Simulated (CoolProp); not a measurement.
n-nonane along the isotherm 446 K: Z from the reference equation and from simpler models built on Tc = 594.5 K, pc = 2.282 MPa, ω = 0.443; each cubic takes its own stable root.

Model: reference Helmholtz-energy equation of state, Lemmon 2006, in CoolProp. It is a short technical equation, of lower accuracy than the large ones.

```csv
p (MPa),phase,reference,Redlich-Kwong,Soave-Redlich-Kwong
0.407,liquid,0.02392,[?],0.02817
0.815,liquid,0.04780,[?],0.05621
1.22,liquid,0.07144,0.09010,0.08386
1.63,liquid,0.09528,0.1197,0.1117
2.04,liquid,0.1190,0.1490,0.1393
2.44,liquid,0.1422,[?],0.1662
2.85,liquid,0.1658,0.2061,[?]
3.26,liquid,0.1893,0.2346,0.2207
3.67,liquid,0.2128,0.2629,0.2478
4.07,liquid,0.2356,0.2904,[?]
4.48,liquid,[?],0.3183,0.3009
4.89,liquid,0.2822,0.3460,[?]
5.3,liquid,0.3054,[?],0.3541
5.7,liquid,0.3280,0.4003,0.3800
```

### Question
Fill in the missing entries.

### Answer

- 0.407, Redlich-Kwong: 0.03043
- 0.815, Redlich-Kwong: 0.06055
- 2.44, Redlich-Kwong: 0.1773
- 2.85, Soave-Redlich-Kwong: 0.1935
- 4.07, Soave-Redlich-Kwong: 0.2741
- 4.48, reference: 0.2590
- 4.89, Soave-Redlich-Kwong: 0.3276
- 5.3, Redlich-Kwong: 0.3736
